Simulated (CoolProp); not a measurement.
Properties of R1234ze(Z) along the isobar 0.11 MPa (Tc = 423.3 K, pc = 3.531 MPa, ω = 0.327).

Computed with CoolProp (reference Helmholtz-energy equation of state, Akasaka 2019).

```csv
T (K),phase,speed of sound (m/s),Joule-Thomson coefficient (K/MPa),expansivity (1/kK),fugacity coefficient
315,gas,154.0,32.54,3.629,0.9657
325.4,gas,156.9,28.71,3.454,0.9697
335.8,gas,159.6,25.49,3.300,0.9730
346.3,gas,162.3,22.74,3.161,0.9759
356.7,gas,165.0,20.43,3.039,0.9783
367.1,gas,167.5,18.44,2.927,0.9805
377.5,gas,170.0,16.73,2.826,0.9824
387.9,gas,172.4,15.25,2.733,0.9840
398.3,gas,174.8,13.96,2.647,0.9855
408.8,gas,177.2,12.82,2.567,0.9868
419.2,gas,179.5,11.83,2.493,0.9879
429.6,gas,181.8,10.95,2.424,0.9889
440,gas,184.0,10.17,2.359,0.9898
```
